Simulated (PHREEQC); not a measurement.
Consider water at 40 °C with 0.0074 mol H2SO4, 0.005 mol FeCl2 and 0.0056 mol MnSO4 per kg of water. Closed to the air; pH follows from the charge balance.

Equilibrium calculation in PHREEQC: ion-association model, wateq4f.dat.

No solid was allowed to form.

What pH, ionic strength does the model give?

pH 2.05; ionic strength 0.0400 mol/kgw.

In which forms is S present?

SO4-2 46 %, HSO4- 33 %, MnSO4 11 %, FeSO4 9.4 %, FeHSO4+ 0.7 % of the S.

At this temperature some constants are extrapolated from 25 °C, and those without enthalpy data are left unchanged.
